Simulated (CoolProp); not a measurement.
Saturation properties of tetradecamethylhexasiloxane (MD4M) (Tc = 653.2 K, pc = 8.286 bar, ω = 0.800).

Model: reference Helmholtz-energy equation of state, Thol 2019, in CoolProp.

| T (K) | p (bar) | liquid density (kg/m³) | liquid cp (kJ/(kg K)) | vapour Z |
|---|---|---|---|---|
| 508.5 | 0.5741 | 668.7 | 2.151 | 0.9198 |
| 520.7 | 0.7699 | 653.6 | 2.176 | 0.9006 |
| 532.8 | 1.012 | 637.9 | 2.201 | 0.8785 |
| 545 | 1.313 | 621.5 | 2.227 | 0.8529 |
| 557.1 | 1.676 | 604.2 | 2.255 | 0.8240 |
| 569.2 | 2.112 | 585.8 | 2.286 | 0.7912 |
| 581.4 | 2.637 | 565.8 | 2.321 | 0.7535 |
| 593.5 | 3.255 | 544.0 | 2.364 | 0.7109 |
| 605.6 | 3.983 | 519.5 | 2.420 | 0.6619 |
| 617.8 | 4.846 | 490.7 | 2.503 | 0.6047 |

It boils at 532.8 K under 1 atm.
